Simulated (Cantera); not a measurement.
Feed: 1 mol SiHCl3, a varied amount of H2, at 0.0210 bar.

Method: chemical equilibrium by Gibbs-energy minimisation in Cantera with the NASA 1993 tables (ideal gas, pure condensed phases). Candidate condensed phases: Si; 19 gas species. The tables' values for SiCl3 are old estimates. Rates play no part.

Stable condensed phases, one row left out:

```
T in K \ n(H2) in mol
          13  19  28  40  57  82 120 170 240 350 500 710
   2575    A   A   A   A   A   A   A   A   A   A   A   A
   2500    A   A   A   A   A   A   A   A   A   A   A   A
   2425    A   A   A   A   A   A   A   A   A   A   A   A
   2350    A   A   A   A   A   A   A   A   A   A   A   A
   2275    A   A   A   A   A   A   A   A   A   A   A   A
   2200    B   B   A   A   A   A   A   A   A   A   A   A
   2125    B   B   B   B   B   A   A   A   A   A   A   A
   1975    B   B   B   B   B   B   B   B   B   B   B   A
   1900    B   B   B   B   B   B   B   B   B   B   B   B
   1825    B   B   B   B   B   B   B   B   B   B   B   B
   1750    B   B   B   B   B   B   B   B   B   B   B   B
   1675    B   B   B   B   B   B   B   B   B   B   B   B
```

A: gas only; B: Si.

Give the row for 2050 K.

13: Si; 19: Si; 28: Si; 40: Si; 57: Si; 82: Si; 120: Si; 170: Si; 240: gas only; 350: gas only; 500: gas only; 710: gas only.
